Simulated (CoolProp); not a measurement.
Values from CoolProp's reference Helmholtz-energy equation of state, Akasaka 2019.

**Question.** For R1234ze(Z), give the phase and the Z, cv (kJ/(kg K)), Joule-Thomson coefficient (K/MPa), isothermal compressibility (1/MPa) at 400.1 K and 0.439 MPa; 426.7 K and 0.439 MPa.

**Answer.** 
- 400.1 K and 0.439 MPa: gas; Z 0.941, cv 0.951, Joule-Thomson coefficient 14.3, isothermal compressibility 2.43
- 426.7 K and 0.439 MPa: gas; Z 0.953, cv 0.987, Joule-Thomson coefficient 11.5, isothermal compressibility 2.39
